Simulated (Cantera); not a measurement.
A Cantera script and its output.

```python
import numpy as np
import cantera as ct

gas = ct.Solution("gri30.yaml")
gas.TPX = 2073, 1700, {'CH4': 0.011, 'H2': 1, 'CO2': 0.0066}
inlet = ct.Reservoir(gas, clone=True)

reactor = ct.IdealGasConstPressureReactor(gas, energy="off", clone=False)
exhaust = ct.Reservoir(gas, clone=True)
tau = [3.1, 1.3, 0.58, 0.25, 0.11, 0.047, 0.02, 0.0087, 0.0038][0]
for a, b in ((inlet, reactor), (reactor, exhaust)):
    ct.MassFlowController(a, b, mdot=lambda t: reactor.mass / tau)
net = ct.ReactorNet([reactor])
show = ['CH4', 'H2', 'CO2', 'O2', 'H2O2', 'C2H4']

rows = []
print(f"{'tau/s':>10s}{'T/K':>9s}" + "".join(f"{s:>11s}" for s in show))
for tau in [3.1, 1.3, 0.58, 0.25, 0.11, 0.047, 0.02, 0.0087, 0.0038]:
    net.initial_time = 0.0
    net.advance(30 * tau)
    before = gas.X
    net.advance(40 * tau)
    drift = np.max(np.abs(gas.X - before) / (gas.X + 1e-9))
    rows.append([gas.T, *gas[show].X, drift])
    print(f"{tau:10.3e}{gas.T:9.1f}" + "".join(f"{x:11.3e}" for x in gas[show].X))
```

It prints:

```
     tau/s      T/K        CH4         H2        CO2         O2       H2O2       C2H4
 3.100e+00   2073.0  3.363e-04  9.677e-01  8.574e-06  3.725e-11  3.128e-15  3.737e-07
 1.300e+00   2073.0  5.765e-04  9.686e-01  1.744e-05  7.950e-11  6.898e-15  6.260e-07
 5.800e-01   2073.0  9.693e-04  9.693e-01  3.559e-05  1.181e-10  1.063e-14  1.116e-06
 2.500e-01   2073.0  1.683e-03  9.702e-01  8.248e-05  1.315e-10  1.236e-14  2.214e-06
 1.100e-01   2073.0  2.854e-03  9.709e-01  2.023e-04  1.141e-10  1.131e-14  4.479e-06
 4.700e-02   2073.0  4.713e-03  9.717e-01  5.305e-04  7.905e-11  8.528e-15  8.702e-06
 2.000e-02   2073.0  7.112e-03  9.730e-01  1.379e-03  3.910e-11  5.206e-15  1.348e-05
 8.700e-03   2073.0  9.216e-03  9.758e-01  3.154e-03  9.819e-12  2.609e-15  1.287e-05
 3.800e-03   2073.0  1.025e-02  9.795e-01  5.243e-03  1.163e-12  1.344e-15  6.217e-06
```

Cantera simulation using GRI-Mech 3.0 (53 species, 325 reactions); the numbers are that mechanism's predictions, not measurements. GRI-Mech 3.0 stops at C3 and has no aromatics, soot or wall deposition, so with more carbon than oxygen in the feed, carbon stays in small species such as C2H2 where larger ones or solid carbon would form. Radical loss at walls, strong at low pressure, is not modelled.
